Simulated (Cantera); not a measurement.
A perfectly stirred reactor is fed with 15.4 % CH3OH, 17.7 % O2, 66.9 % N2, equivalence ratio 1.3, at 0.276 atm; it is adiabatic with a 350 K inlet, and is followed from long to short residence time, starting on the burning branch (τ in s: 0.23, 0.078, 0.026, 0.009, 0.0031, 0.001, 0.00035, 0.00012, 4.1e-05).

Computed with Cantera and GRI-Mech 3.0 (53 species, 325 reactions). GRI-Mech 3.0 was tuned for natural gas; its chemistry of methanol as a main component is partial and can be far from experiment.

x: mole fraction; the columns are a selection and need not sum to one.

```json
[
 {"τ (s)": "0.23", "T (K)": "2069", "x CH3OH": "1.06e-6", "x O2": "0.000725", "x C2H4": "9.36e-12", "x CH3": "4.69e-7", "x HO2": "1.31e-7", "x CO2": "0.0764"},
 {"τ (s)": "0.078", "T (K)": "2037", "x CH3OH": "2.17e-6", "x O2": "0.00144", "x C2H4": "3.37e-11", "x CH3": "1.02e-6", "x HO2": "2.54e-7", "x CO2": "0.0758"},
 {"τ (s)": "0.026", "T (K)": "1993", "x CH3OH": "4.74e-6", "x O2": "0.00256", "x C2H4": "1.55e-10", "x CH3": "2.50e-6", "x HO2": "4.59e-7", "x CO2": "0.0750"},
 {"τ (s)": "0.0090", "T (K)": "1945", "x CH3OH": "1.09e-5", "x O2": "0.00394", "x C2H4": "8.19e-10", "x CH3": "6.40e-6", "x HO2": "7.70e-7", "x CO2": "0.0740"},
 {"τ (s)": "0.0031", "T (K)": "1900", "x CH3OH": "2.76e-5", "x O2": "0.00548", "x C2H4": "5.23e-9", "x CH3": "1.74e-5", "x HO2": "1.33e-6", "x CO2": "0.0725"},
 {"τ (s)": "0.0010", "T (K)": "1858", "x CH3OH": "…", "x O2": "…", "x C2H4": "…", "x CH3": "…", "x HO2": "…", "x CO2": "0.0691"},
 {"τ (s)": "0.00035", "T (K)": "1798", "x CH3OH": "…", "x O2": "…", "x C2H4": "…", "x CH3": "…", "x HO2": "…", "x CO2": "…"},
 {"τ (s)": "0.00012", "T (K)": "350", "x CH3OH": "0.154", "x O2": "0.177", "x C2H4": "<1e-12", "x CH3": "<1e-12", "x HO2": "<1e-12", "x CO2": "<1e-12"},
 {"τ (s)": "4.1e-5", "T (K)": "350", "x CH3OH": "0.154", "x O2": "0.177", "x C2H4": "<1e-12", "x CH3": "<1e-12", "x HO2": "<1e-12", "x CO2": "<1e-12"}
]
```

### Question
Fill in the missing entries.

### Answer

- 0.0010, x CH3OH: 8.38e-5
- 0.0010, x O2: 0.00788
- 0.0010, x C2H4: 4.69e-8
- 0.0010, x CH3: 5.25e-5
- 0.0010, x HO2: 3.15e-6
- 0.00035, x CH3OH: 0.000298
- 0.00035, x O2: 0.0140
- 0.00035, x C2H4: 5.34e-7
- 0.00035, x CH3: 0.000159
- 0.00035, x HO2: 1.44e-5
- 0.00035, x CO2: 0.0588
